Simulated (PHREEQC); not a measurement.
**Brine: speciation**

A solution holds 1.1 mol NaCl and 0.003 mol Na2B4O7 per kg of water, at 37 °C. Closed to the air; pH follows from the charge balance.

Equilibrium calculation in PHREEQC: Pitzer model, pitzer.dat.

This is a speciation only: nothing precipitates in the calculation.

What pH does the model give?

pH 8.80.

In which forms is B present?

B(OH)3 50 %, B(OH)4- 50 % of the B.

Complexes and solids missing from the database can't appear. In brines, pH and single-ion activities rest on the MacInnes convention. At this temperature some constants are extrapolated from 25 °C, and those without enthalpy data are left unchanged.
